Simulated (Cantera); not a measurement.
Mixture: 3.90 % C₃H₈, 15.0 % O₂, 56.5 % N₂, 20.3 % H₂O, 4.29 % CO₂, at 1.50 bar, adiabatic and at constant volume. Ignition delay is the time to a rise of 400 K.

Computed with Cantera and GRI-Mech 3.0 (53 species, 325 reactions). GRI-Mech 3.0 was tuned for natural gas; its chemistry of propane as a main component is partial and can be far from experiment.

Predict: delay at 1025 K; delay at 1075 K; delay at 1125 K; delay at 1175 K; delay at 1225 K; delay at 1275 K; delay at 1325 K; apparent activation energy between 1225 and 1325 K.


```
Quantity                                                Result
--------------------------------------------------  ----------
delay at 1025 K                                        0.290 s
delay at 1075 K                                        93.8 ms
delay at 1125 K                                        31.0 ms
delay at 1175 K                                        10.8 ms
delay at 1225 K                                        4.01 ms
delay at 1275 K                                        1.62 ms
delay at 1325 K                                       0.716 ms
apparent activation energy between 1225 and 1325 K  230 kJ/mol
```
